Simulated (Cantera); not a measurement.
**CuO + F2 + N2 (oxide etching and cleaning by halides)**

A closed system holds: 1 mol CuO, a varied amount of F2, 8.5 mol N2, equilibrated at 1548 K and 0.00490 bar.

Cantera equilibrium calculation (NASA polynomials, part measured and part estimated; ideal gas, pure solids and liquids). Candidate condensed phases: Cu, CuF2, CuO, Cu2O; 22 gas species. Rates play no part.

```json
[
 {"n(F2) (mol)": "0.83", "x N2": "0.846", "x F": "0.00420", "x CuF2": "0.0615", "x O2": "0.0494", "x CuF": "0.0381", "x NO": "0.000772"},
 {"n(F2) (mol)": "2.7", "x N2": "0.634", "x F": "0.254", "x CuF2": "0.0738", "x O2": "0.0370", "x CuF": "0.000754", "x NO": "0.000578"},
 {"n(F2) (mol)": "4.6", "x N2": "0.494", "x F": "0.419", "x CuF2": "0.0578", "x O2": "0.0288", "x CuF": "0.000358", "x NO": "0.000451"},
 {"n(F2) (mol)": "6.5", "x N2": "0.405", "x F": "0.524", "x CuF2": "0.0474", "x O2": "0.0236", "x CuF": "0.000235", "x NO": "0.000369"},
 {"n(F2) (mol)": "8.3", "x N2": "0.345", "x F": "0.593", "x CuF2": "0.0405", "x O2": "0.0202", "x CuF": "0.000177", "x NO": "0.000315"},
 {"n(F2) (mol)": "10", "x N2": "0.303", "x F": "0.643", "x CuF2": "0.0356", "x O2": "0.0177", "x CuF": "0.000144", "x NO": "0.000277"},
 {"n(F2) (mol)": "12", "x N2": "0.266", "x F": "0.687", "x CuF2": "0.0311", "x O2": "0.0155", "x CuF": "0.000118", "x NO": "0.000242"},
 {"n(F2) (mol)": "14", "x N2": "0.236", "x F": "0.722", "x CuF2": "0.0277", "x O2": "0.0138", "x CuF": "9.96e-5", "x NO": "0.000215"},
 {"n(F2) (mol)": "16", "x N2": "0.212", "x F": "0.750", "x CuF2": "0.0249", "x O2": "0.0124", "x CuF": "8.63e-5", "x NO": "0.000194"},
 {"n(F2) (mol)": "18", "x N2": "0.193", "x F": "0.772", "x CuF2": "0.0227", "x O2": "0.0113", "x CuF": "7.62e-5", "x NO": "0.000176"},
 {"n(F2) (mol)": "20", "x N2": "0.177", "x F": "0.791", "x CuF2": "0.0208", "x O2": "0.0103", "x CuF": "6.82e-5", "x NO": "0.000162"}
]
```
x: gas mole fraction; nothing condenses.

From 0.83 mol F2 to 20 mol F2 nothing is condensed. The main Cu-bearing gas is CuF2 throughout.
